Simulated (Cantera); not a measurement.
What does this Cantera script print?

```python
import numpy as np
import cantera as ct

gas_names = """
    B BF BF2 BF3 BH BHF2 BH2 BH3 BO BOF BOF2 BO2 B2 B2O B2O2 B2O3 B3O3F3 B3O3H3 F FO FO2 F2 F2O H HBO
    HBO2 HF HOF HO2 H2 H2F2 H2O H2O2 H3B3O6 H3F3 H4F4 H5F5 H6F6 H7F7 O OH O2 O3
""".split()
cond_names = """
    B(b) B(L) B2O3(L) B3O3H3(cr) H2O(s) H2O(L)
""".split()


# ... load() reads the species with a 1 bar reference pressure and builds the phases ...
atoms = {
    'B2O3': {'B': 2, 'O': 3},
    'F2': {'F': 2},
    'H2': {'H': 2},
}
top_T = {}  # K; cautious upper limits of use, not melting points


# ... equilibrate(T, P, feed) seeds the gas with the atoms and calls Mixture.equilibrate('TP', solver="vcs", rtol=1e-11, max_steps=5000) ...
results = []
feed = {'B2O3': 1, 'F2': 17, 'H2': 26}  # mol
T = 1000  # K
P = 1100  # Pa
mix = equilibrate(T, P, feed)
results.append((T, P, feed, dict(zip(mix.species_names, mix.species_moles))))
x = sorted(zip(gas.X, gas.species_names), reverse=True)
print(f"T = {T:g} K  P = {P:g} Pa  gas = {mix.phase_moles(0):.4g} mol")
print("   x: " + "  ".join(f"{s} {v:.3e}" for v, s in x if v > 1e-06))
print("   condensed (mol): " + ("  ".join(f"{mix.phase(i).name} {mix.phase_moles(i):.4g}"
      for i in range(1, mix.n_phases) if mix.phase_moles(i) > 1e-12) or "none"))
```

It prints:

```
T = 1000 K  P = 1100 Pa  gas = 42 mol
   x: HF 6.667e-01  H2 2.143e-01  H2O 7.142e-02  BF3 4.761e-02  BOF 6.448e-06
   condensed (mol): none
```

These are equilibrium values from Cantera (NASA tables, ideal gas, pure condensed phases), not measurements of a reactor.
